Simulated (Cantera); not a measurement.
## Premixed flame

A freely propagating, adiabatic, planar premixed flame of 30.5 % H₂, 10.9 % O₂, 52.2 % N₂, 6.41 % H₂O, equivalence ratio 1.4, unburnt at 573 K and 0.987 atm; mixture-averaged transport, grid criteria slope 0.08 and curve 0.16, no radiation.

Cantera simulation using the H2/O2 subset of GRI-Mech 3.0, which has no nitrogen chemistry; the numbers are that mechanism's predictions, not measurements. Burning velocities carry a grid error of a few per cent, more on coarse grids.

| z (mm) | T (K) | u (m/s) | x H₂ | x O₂ | x H₂O | x H₂O₂ | x OH | x H |
|---|---|---|---|---|---|---|---|---|
| -1.31 | 573 | 5.95 | 0.305 | 0.109 | 0.0641 | <1e-8 | <1e-8 | <1e-8 |
| -0.871 | 573 | 5.95 | 0.305 | 0.109 | 0.0641 | <1e-8 | <1e-8 | <1e-8 |
| -0.653 | 573 | 5.95 | 0.305 | 0.109 | 0.0641 | <1e-8 | <1e-8 | <1e-8 |
| -0.436 | 573 | 5.95 | 0.305 | 0.109 | 0.0641 | <1e-8 | <1e-8 | <1e-8 |
| -0.218 | 589 | 6.08 | 0.300 | 0.109 | 0.0652 | 4.55e-6 | 3.28e-5 | 8.33e-5 |
| -0.109 | 783 | 7.91 | 0.271 | 0.104 | 0.0835 | 1.99e-5 | 0.000648 | 0.00389 |
| 0 | 1165 | 11.4 | 0.195 | 0.0755 | 0.149 | 4.52e-6 | 0.00192 | 0.0262 |
| 0.109 | 1445 | 14.0 | 0.118 | 0.0306 | 0.234 | 2.56e-6 | 0.00508 | 0.0506 |
| 0.218 | 1582 | 15.2 | 0.0908 | 0.0120 | 0.269 | 1.78e-6 | 0.00706 | 0.0549 |
| 0.436 | 1711 | 16.4 | 0.0863 | 0.00565 | 0.283 | 1.04e-6 | 0.00821 | 0.0468 |
| 0.871 | 1834 | 17.4 | 0.0888 | 0.00366 | 0.291 | 5.42e-7 | 0.00818 | 0.0350 |
| 1.74 | 1945 | 18.3 | 0.0907 | 0.00209 | 0.299 | 2.77e-7 | 0.00718 | 0.0243 |
| 3.48 | 2032 | 19.0 | 0.0921 | 0.00101 | 0.305 | 1.44e-7 | 0.00554 | 0.0158 |
x: mole fraction of selected species; z is measured from the peak of heat release.

```json
{
  "laminar_burning_velocity": "595 cm/s",
  "thermal_thickness": "0.436 mm",
  "peak x(H₂O₂)": "2.01e-5",
  "peak x(OH)": "0.00833",
  "peak x(H)": "0.0551",
  "grid_points": "116"
}
```
